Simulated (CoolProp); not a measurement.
Values from CoolProp's reference Helmholtz-energy equation of state, Zhou 2011.

Question: For dimethyl carbonate, give the phase and the cv (kJ/(kg K)) at 401.8 K and 101 kPa.

Answer: 
- 401.8 K and 101 kPa: gas; cv 1.36
